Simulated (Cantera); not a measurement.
**Equilibrium for halide evaporation, hydrolysis and transport: SrCl2 + H2 + N2 + HCl**

A closed system holds: 1 mol SrCl2, 1 mol H2, 24 mol N2, 1.1 mol HCl, held at 0.000700 bar.

These are equilibrium values from Cantera (NASA tables, ideal gas, pure condensed phases), not measurements of a reactor. Candidate condensed phases: NH4Cl, Sr, SrCl2; 15 gas species. Kinetics and transport are ignored.

```
T (K)  log p N2  log p HCl  log p H2  log p SrCl2  log p H  log p Cl  log p SrCl  log p NH3  n SrCl2(s)  n SrCl2(l)
-----  --------  ---------  --------  -----------  -------  --------  ----------  ---------  ----------  ----------
950       -3.19      -4.53     -4.57        -9.61   -11.54    -11.52        <-15     -11.54       1.000           0
1000      -3.19      -4.53     -4.57        -8.69   -10.93    -10.92        <-15     -11.69       1.000           0
1050      -3.19      -4.53     -4.57        -7.88   -10.38    -10.38        <-15     -11.83       1.000           0
1100      -3.19      -4.53     -4.57        -7.14    -9.87     -9.88      -14.26     -11.95       0.997           0
1150      -3.19      -4.53     -4.57        -6.48    -9.41     -9.43      -13.07     -12.07           0       0.988
1200      -3.19      -4.53     -4.57        -5.91    -8.99     -9.01      -12.02     -12.17           0       0.954
1250      -3.19      -4.53     -4.57        -5.39    -8.60     -8.63      -11.06     -12.27           0       0.847
1300      -3.20      -4.54     -4.58        -4.91    -8.25     -8.28      -10.17     -12.37           0       0.535
1350      -3.21      -4.55     -4.59        -4.59    -7.92     -7.95       -9.47     -12.48           0           0
1400      -3.21      -4.55     -4.59        -4.59    -7.61     -7.65       -9.12     -12.55           0           0
```
log p: log10 of the partial pressure in bar; n: condensed amount in mol.

From 950 K to 1100 K the condensed part is SrCl2(s). From 1150 K to 1300 K the condensed part is SrCl2(l). From 1350 K to 1400 K nothing is condensed. The main Sr-bearing gas is SrCl2 throughout.
